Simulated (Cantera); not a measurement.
A closed system holds: 1 mol SiCl4, a varied amount of NH3, 0.26 mol H2, held at 1623.15 K and 470 Pa.

Method: chemical equilibrium by Gibbs-energy minimisation in Cantera with the NASA 1993 tables (ideal gas, pure condensed phases). Candidate condensed phases: NH4Cl, Si, Si3N4; 28 gas species. The tables' values for SiCl3, SiCl are old estimates; treat these amounts as uncertain. Kinetics and transport are ignored.

x: gas mole fraction; n: condensed amount in mol.

```
n(NH3) (mol)   x H2   x HCl   x N2  x SiCl2  n Si3N4(s)
------------  -----  ------  -----  -------  ----------
2.2           0.389   0.294  0.166    0.144  (withheld)
7.6           0.607   0.124  0.215   0.0515  (withheld)
13            0.658  0.0916  0.225   0.0250  (withheld)
18            0.680  0.0738  0.230   0.0155  (withheld)
24            0.696  0.0600  0.234  0.00990  (withheld)
29            0.704  0.0520  0.236  0.00729  (withheld)
35            0.711  0.0448  0.238  0.00534  (withheld)
```

Question: Complete the blanks.

Answer: 
- 2.2, n Si3N4(s): 0
- 7.6, n Si3N4(s): 0.0298
- 13, n Si3N4(s): 0.0964
- 18, n Si3N4(s): 0.135
- 24, n Si3N4(s): 0.167
- 29, n Si3N4(s): 0.186
- 35, n Si3N4(s): 0.204
